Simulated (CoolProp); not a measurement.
Vapour pressure (MPa) of R1234yf: the reference equation beside estimates from Tc = 367.8 K, pc = 3.384 MPa, ω = 0.276. Clausius-Clapeyron is anchored at 252.2 K with a constant enthalpy of vaporisation of 20.09 kJ/mol.

Values from CoolProp's reference Helmholtz-energy equation of state, Lemmon 2022.

```csv
T (K),reference,Clausius-Clapeyron,Redlich-Kwong,Soave-Redlich-Kwong
247.1,0.1174,0.1191,0.2069,0.1169
252.2,0.1452,0.1452,0.2477,0.1449
257.3,0.1778,0.1755,0.2940,0.1778
262.4,0.2157,0.2107,0.3463,0.2162
267.5,0.2596,0.2511,0.4049,0.2607
272.7,0.3111,0.2983,0.4717,0.3130
277.8,0.3688,0.3509,0.5443,0.3717
282.9,0.4342,0.4105,0.6245,0.4383
288,0.5081,0.4775,0.7125,0.5137
293.1,0.5910,0.5526,0.8088,0.5983
298.3,0.6856,0.6379,0.9159,0.6950
```

Absolute difference from the reference over all 11 rows, mean and median: Clausius-Clapeyron 3.8 and 4.1 %, Redlich-Kwong 52.9 and 51.6 %, Soave-Redlich-Kwong 0.7 and 0.6 %.
